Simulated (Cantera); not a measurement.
Input: 1 mol Cu₂O, 0.92 mol CH₄, 0.1 mol H₂, at 48.0 Pa.

Cantera equilibrium calculation (NASA polynomials, part measured and part estimated; ideal gas, pure solids and liquids). Candidate condensed phases: C, C₆H₆, C₇H₈, C₈H₁₈, Cu, CuO, Cu(OH)₂, Cu₂O, H₂O; 113 gas species. Rates play no part.

**Question.** Which condensed phases are stable at each of these points (T (°C)): 602, 652, 702, 752, 802, 852, 902, 952, 1002, 1052, 1102, 1152?

**Answer.** 
| T (°C) | condensed phases | Cu condensed (%) |
|---|---|---|
| 602 | Cu(s) | 100.0 |
| 652 | Cu(s) | 100.0 |
| 702 | Cu(s) | 100.0 |
| 752 | Cu(s) | 100.0 |
| 802 | Cu(s) | 100.0 |
| 852 | Cu(s) | 100.0 |
| 902 | Cu(s) | 100.0 |
| 952 | Cu(s) | 100.0 |
| 1002 | Cu(s) | 100.0 |
| 1052 | Cu(s) | 99.9 |
| 1102 | Cu(l) | 99.8 |
| 1152 | Cu(l) | 99.3 |

From 602 °C to 1052 °C the condensed part is Cu(s). From 1102 °C to 1152 °C the condensed part is Cu(l).
